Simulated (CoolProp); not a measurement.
Vapour-liquid equilibrium of toluene (1) + ethylbenzene (2) at 76.75 °C; x and y are mole fractions of (1).

Model: multi-fluid Helmholtz-energy mixture model, Lemmon 2006 and Zhou 2012; pair parameters Bell 2016, in CoolProp.

| x | bubble pressure, mixture model (bar) | bubble pressure, Raoult's law (bar) | y, mixture model | y, Raoult's law |
|---|---|---|---|---|
| 0.05 | 0.1583 | 0.1579 | 0.111 | 0.110 |
| 0.15 | 0.1779 | 0.1778 | 0.289 | 0.293 |
| 0.25 | 0.1967 | 0.1977 | 0.430 | 0.439 |
| 0.35 | 0.2152 | 0.2176 | 0.546 | 0.558 |
| 0.45 | 0.2340 | 0.2375 | 0.646 | 0.657 |
| 0.55 | 0.2532 | 0.2574 | 0.733 | 0.741 |
| 0.65 | 0.2731 | 0.2773 | 0.809 | 0.813 |
| 0.75 | 0.2936 | 0.2972 | 0.875 | 0.876 |
| 0.85 | 0.3148 | 0.3171 | 0.931 | 0.930 |
| 0.95 | 0.3362 | 0.3370 | 0.979 | 0.978 |

The largest gap from Raoult's law is -1.6 % in bubble pressure, at x = 0.55. No azeotrope shows between x = 0.05 and 0.95.

Pair parameters are fitted to limited data, so mixtures are less certain than the pure fluids.
